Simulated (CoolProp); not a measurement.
Model: reference Helmholtz-energy equation of state, Lemmon 2006, in CoolProp. It is a short technical equation, of lower accuracy than the large ones.

Q: For R141b, give the phase and the density (kg/m³), Joule-Thomson coefficient (K/MPa), expansivity (1/kK) at 252.3 K and 0.373 MPa; 264 K and 0.373 MPa; 404.9 K and 0.373 MPa.

A: 
- 252.3 K and 0.373 MPa: liquid; density 1320, Joule-Thomson coefficient -0.447, expansivity 1.37
- 264 K and 0.373 MPa: liquid; density 1300, Joule-Thomson coefficient -0.433, expansivity 1.41
- 404.9 K and 0.373 MPa: gas; density 13.7, Joule-Thomson coefficient 15.5, expansivity 2.96
